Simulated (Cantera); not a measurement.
## Premixed flame

A freely propagating, adiabatic, planar premixed flame of H₂ : O₂ : N₂ = 1 : 0.38 : 1.11 (molar parts), unburnt at 650 K and 0.132 atm; mixture-averaged transport, grid criteria slope 0.08 and curve 0.16, no radiation.

Detailed kinetics in Cantera: the H2/O2 subset of GRI-Mech 3.0, which has no nitrogen chemistry. Burning velocities carry a grid error of a few per cent, more on coarse grids.

| z (mm) | T (K) | u (m/s) | x H₂ | x O₂ | x O | x HO₂ | x H₂O₂ | x OH |
|---|---|---|---|---|---|---|---|---|
| -18.2 | 650 | 9.01 | 0.402 | 0.153 | <1e-8 | <1e-8 | <1e-8 | <1e-8 |
| -12.1 | 650 | 9.01 | 0.402 | 0.153 | <1e-8 | <1e-8 | <1e-8 | <1e-8 |
| -9.10 | 650 | 9.01 | 0.402 | 0.153 | <1e-8 | <1e-8 | <1e-8 | <1e-8 |
| -6.07 | 650 | 9.01 | 0.402 | 0.153 | <1e-8 | 3.59e-7 | <1e-8 | <1e-8 |
| -3.03 | 656 | 9.09 | 0.400 | 0.152 | 9.71e-6 | 4.34e-5 | 1.95e-7 | 2.01e-5 |
| -1.52 | 757 | 10.4 | 0.378 | 0.149 | 0.000356 | 3.29e-5 | 3.12e-7 | 0.000279 |
| 0 | 1145 | 15.3 | 0.207 | 0.0904 | 0.00919 | 1.46e-5 | 6.52e-7 | 0.00402 |
| 1.52 | 1424 | 18.8 | 0.0933 | 0.0251 | 0.0148 | 3.87e-6 | 6.84e-7 | 0.00953 |
| 3.03 | 1539 | 20.1 | 0.0916 | 0.0196 | 0.0149 | 2.66e-6 | 5.41e-7 | 0.0121 |
| 6.07 | 1679 | 21.8 | 0.0980 | 0.0174 | 0.0143 | 2.01e-6 | 3.39e-7 | 0.0151 |
| 12.1 | 1841 | 23.6 | 0.104 | 0.0148 | 0.0129 | 1.47e-6 | 1.81e-7 | 0.0182 |
| 24.3 | 2016 | 25.4 | 0.109 | 0.0120 | 0.0108 | 1.07e-6 | 9.43e-8 | 0.0207 |
| 48.5 | 2195 | 27.3 | 0.111 | 0.00912 | 0.00819 | 8.32e-7 | 5.52e-8 | 0.0218 |
x: mole fraction of selected species; z is measured from the peak of heat release.

The laminar burning velocity comes out as 901 cm/s and the thermal thickness is 6.07 mm. The peak x(O) is 0.0149 and the peak x(HO₂) is 4.40e-5. The peak x(H₂O₂) comes out as 7.64e-7. The peak x(OH) is 0.0218.
